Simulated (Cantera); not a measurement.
A closed system holds: 1 mol FeS2, 0.083 mol SO3, 5.7 mol N2, equilibrated at 1323 K and 0.0220 bar.

These are equilibrium values from Cantera (NASA tables, ideal gas, pure condensed phases), not measurements of a reactor. Candidate condensed phases: Fe, FeO, FeS, FeSO4, FeS2, Fe2O3, Fe2(SO4)3, Fe3O4, S; 19 gas species. FeS: taken at fixed stoichiometry. Rates play no part.

Base state: N2 0.904, S2 0.0756, SO2 0.0193, SO 0.000443, S2O 0.000402 (mole fractions); condensed: FeS(s).

### Question
What changes in the equilibrium state with this change: FeS2 replaced by MgO?

### Answer
| species | before | after |
|---|---|---|
| N2 | 0.904 | 0.979 |
| SO2 | 0.0193 | 0.0142 |
| O2 | <1e-9 | 0.00707 |
| S2 | 0.0756 | <1e-9 |
| S2O | 0.000402 | <1e-9 |
| SO | 0.000443 | 1.57e-8 |
| NO | 4.34e-9 | 9.38e-5 |
| FeS(s), mol | 1.00 | 0 |
| MgO(s), mol | 0 | 1.00 |
Further candidate phases: Mg, MgO, MgS, MgSO4.
